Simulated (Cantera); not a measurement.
What does this Cantera script print?

```python
import numpy as np
import cantera as ct

gas = ct.Solution("gri30.yaml")


def delay(T, t_max=10):
    gas.TPX = T, 101325, {'CH4': 1, 'CO': 0.12, 'O2': 1.87, 'N2': 7.04}
    reactor = ct.IdealGasConstPressureReactor(gas, clone=False)
    net = ct.ReactorNet([reactor])
    net.rtol, net.atol = 1e-8, 1e-16
    while net.time < t_max:
        t_old, T_old = net.time, reactor.T
        net.step()
        if reactor.T > T + 400:  # ignition: a rise of 400 K
            return t_old + (T + 400 - T_old) / (reactor.T - T_old) * (net.time - t_old)
    return np.nan


taus = []
for T in [1323, 1398, 1473, 1548, 1623, 1698, 1773, 1848, 1923, 1998]:
    taus.append(delay(T))
    print(f"T0 = {T:6g} K   tau = {taus[-1]:.4e} s")
```

Output:

```
T0 =   1323 K   tau = 9.6076e-03 s
T0 =   1398 K   tau = 3.7940e-03 s
T0 =   1473 K   tau = 1.6296e-03 s
T0 =   1548 K   tau = 7.6625e-04 s
T0 =   1623 K   tau = 3.9453e-04 s
T0 =   1698 K   tau = 2.2046e-04 s
T0 =   1773 K   tau = 1.3192e-04 s
T0 =   1848 K   tau = 8.3485e-05 s
T0 =   1923 K   tau = 5.5313e-05 s
T0 =   1998 K   tau = 3.8074e-05 s
```

Model: GRI-Mech 3.0 (53 species, 325 reactions), integrated in Cantera.
